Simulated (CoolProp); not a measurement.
Nitrogen at 92.96 K and 0.962 MPa flows at 14 m/s in a round tube of 12.7 mm bore and 15 µm roughness, fully developed (64/Re and Nu = 3.66 if laminar; Colebrook and Gnielinski if turbulent). Each further row changes one setting.

Model: reference Helmholtz-energy equation of state, Span 2000, in CoolProp.

| case | Reynolds number | Darcy friction factor | pressure drop (Pa/m) | heat-transfer coefficient (W/(m² K)) | mass flow (kg/h) |
|---|---|---|---|---|---|
| as stated | 1370000 | 0.0207 | 117000 | 43800 | 4670 |
| velocity 28 m/s | 2750000 | 0.0206 | 464000 | 87300 | 9340 |
| diameter 25.4 mm | 2750000 | 0.0175 | 49400 | 37900 | 18700 |

Viscosity comes from a separate model (Lemmon 2004). Thermal conductivity comes from a separate model (Lemmon 2004).
